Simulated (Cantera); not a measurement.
Source: NASA polynomial tables (part measured, part estimated), evaluated in Cantera. Values are per mole of reaction as written; species without (g) are pure solids or liquids, kept so even where they would boil at 1 bar.

Q: Between 1425 and 2225 K, where is each reaction favourable under standard conditions?
- O₃(g) ⇌ 3 O(g)
- O₂(g) ⇌ 2 O(g)

A: 
- O₃(g) ⇌ 3 O(g): ΔG° is 240 kJ at 1425 K and 28 kJ at 2225 K; it stays positive (K < 1). ΔH° is 616 kJ and ΔS° 264 J/K at 2225 K.
- O₂(g) ⇌ 2 O(g): ΔG° is 320 kJ at 1425 K and 213 kJ at 2225 K; it stays positive (K < 1). ΔH° is 511 kJ and ΔS° 134 J/K at 2225 K.
